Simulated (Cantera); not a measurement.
A perfectly stirred reactor is fed with 14.1 % CH4, 0.831 % H2, 17.9 % O2, 67.2 % N2, equivalence ratio 1.6, at 2.70 bar; it is adiabatic with a 650 K inlet, and is followed from long to short residence time, starting on the burning branch (τ in s: 0.19, 0.087, 0.039, 0.018, 0.0079, 0.0035, 0.0016, 0.00071, 0.00032, 0.00014, 6.4e-05, 2.9e-05).

Model: GRI-Mech 3.0 (53 species, 325 reactions), integrated in Cantera.

One state of this run: T (K) = 2091; x CH4 = 0.00427; x H2 = 0.0801; x O2 = 0.00219; x C2H4 = 8.97e-5; x C2H6 = 6.98e-6; x C2H2 = 0.00286. x: mole fraction; the columns are a selection and need not sum to one.

Which value of τ (s) does it belong to?
(A) 0.039
(B) 6.4e-5
(C) 0.087
(D) 0.0016

D, 0.0016
